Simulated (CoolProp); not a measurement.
Properties of methane along the isobar 24.5 MPa.

Computed with CoolProp (reference Helmholtz-energy equation of state, Setzmann 1991).

```tsv
T (K)	phase	Z	cp (kJ/(kg K))	cv (kJ/(kg K))	isothermal compressibility (1/MPa)	fugacity coefficient
151.5	liquid	0.7942	3.396	1.968	0.002870	0.08449
185.6	liquid	0.7343	3.547	1.883	0.005433	0.2193
219.6	supercritical	0.7277	3.749	1.840	0.01084	0.3897
253.7	supercritical	0.7676	3.832	1.834	0.01995	0.5565
287.8	supercritical	0.8343	3.647	1.854	0.02857	0.6938
321.8	supercritical	0.8990	3.389	1.899	0.03324	0.7968
355.9	supercritical	0.9500	3.216	1.969	0.03524	0.8721
390	supercritical	0.9872	3.138	2.060	0.03609	0.9269
424.1	supercritical	1.014	3.126	2.165	0.03648	0.9670
458.1	supercritical	1.033	3.156	2.278	0.03668	0.9964
```
